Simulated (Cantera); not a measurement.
Charge: 1 mol Cu, 0.0036 mol O2, 7.1 mol H2, at 2023.15 K and 10.0 Torr.

Cantera equilibrium calculation (NASA polynomials, part measured and part estimated; ideal gas, pure solids and liquids). Candidate condensed phases: Cu, CuO, Cu(OH)2, Cu2O, H2O; 12 gas species. The numbers say what is thermodynamically allowed, not how fast it happens.

Base state: H2 0.861, Cu 0.122, H 0.0153, H2O 0.000881, Cu2 0.000167 (mole fractions); condensed: gas only.

Problem. What changes in the equilibrium state with this change: O2 from 0.0036 to 2.5 mol?

Solution. 
```
species    before    after
-------  --------  -------
H2O      0.000881    0.612
H2          0.861    0.255
Cu          0.122    0.122
H          0.0153  0.00831
O2          <1e-9  5.08e-5
CuO       4.48e-9  1.05e-5
```

Problem. What changes in the equilibrium state with this change: temperature from 2023.15 K to 973 K?

Solution. 
| species | before | after |
|---|---|---|
| H2 | 0.861 | 0.999 |
| H2O | 0.000881 | 0.00101 |
| H | 0.0153 | 9.36e-9 |
| Cu | 0.122 | <1e-9 |
| Cu2 | 0.000167 | <1e-9 |
| Cu(s), mol | 0 | 1.00 |
